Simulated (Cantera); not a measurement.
A perfectly stirred reactor is fed with 8.38 % CH4, 1.93 % H2, 18.8 % O2, 70.9 % N2, equivalence ratio 0.94, at 2.47 atm; it is adiabatic with a 625 K inlet, and is followed from long to short residence time, starting on the burning branch (τ in s: 0.057, 0.025, 0.011, 0.0045, 0.0019, 0.00083, 0.00035, 0.00015, 6.5e-05, 2.8e-05, 1.2e-05).

Cantera simulation using GRI-Mech 3.0 (53 species, 325 reactions); the numbers are that mechanism's predictions, not measurements.

x: mole fraction; the columns are a selection and need not sum to one.

| τ (s) | T (K) | x CH4 | x H2 | x O2 | x HO2 | x C2H4 |
|---|---|---|---|---|---|---|
| 0.057 | 2380 | 1.46e-6 | 0.00334 | 0.0140 | 2.34e-6 | 3.41e-11 |
| 0.025 | 2378 | (withheld) | 0.00347 | 0.0146 | 2.46e-6 | 1.58e-10 |
| 0.011 | 2371 | 6.73e-6 | 0.00374 | 0.0153 | 2.64e-6 | 6.68e-10 |
| 0.0045 | 2354 | 1.45e-5 | 0.00434 | 0.0165 | 3.02e-6 | 2.75e-9 |
| 0.0019 | 2324 | 2.86e-5 | 0.00538 | 0.0181 | 3.73e-6 | 8.81e-9 |
| 0.00083 | 2281 | 5.30e-5 | 0.00687 | 0.0202 | 5.05e-6 | 2.32e-8 |
| 0.00035 | 2220 | 0.000101 | 0.00887 | 0.0230 | 7.53e-6 | 5.99e-8 |
| 0.00015 | 2148 | 0.000200 | 0.0111 | 0.0264 | 1.16e-5 | 1.62e-7 |
| 6.5e-5 | 2065 | 0.000426 | 0.0134 | 0.0308 | 1.83e-5 | 5.23e-7 |
| 2.8e-5 | 1965 | (withheld) | (withheld) | (withheld) | (withheld) | (withheld) |
| 1.2e-5 | 625 | 0.0838 | 0.0193 | 0.188 | <1e-12 | <1e-12 |

Task: Fill in the missing entries.

Result: 
- 0.025, x CH4: 3.19e-6
- 2.8e-5, x CH4: 0.00110
- 2.8e-5, x H2: 0.0158
- 2.8e-5, x O2: 0.0382
- 2.8e-5, x HO2: 3.22e-5
- 2.8e-5, x C2H4: 2.65e-6
